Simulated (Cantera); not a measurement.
Predominance diagram of Ta at 802 °C against the partial pressures of O2 and CO (log10, bar). Standard-state values (1 bar) from the NASA 1993 polynomials, evaluated with Cantera. Candidates: Ta(s), TaC(s), Ta2O5(s). Only these pure phases compete in this equilibrium. TaC: taken at fixed stoichiometry. Not in the tables: Ta2C.

Question: Which phase is stable at these pairs, and which metal-bearing vapour leads over it? (-21.2, -6.4); (-22.9, -15); (-5.3, -8.8); (-22.9, -3.9); (-28.2, -10.1); (-21.2, -10.1); (-19.4, -11.3)

Answer: 
| log p(O2) | log p(CO) | phase | chief vapour | log p (bar) |
|---|---|---|---|---|
| -21.2 | -6.4 | Ta2O5(s) | TaO2 | -21.7 |
| -22.9 | -15 | Ta2O5(s) | TaO2 | -21.2 |
| -5.3 | -8.8 | Ta2O5(s) | TaO2 | -25.6 |
| -22.9 | -3.9 | Ta2O5(s) | TaO2 | -21.2 |
| -28.2 | -10.1 | Ta2O5(s) | TaO2 | -19.9 |
| -21.2 | -10.1 | Ta2O5(s) | TaO2 | -21.7 |
| -19.4 | -11.3 | Ta2O5(s) | TaO2 | -22.1 |
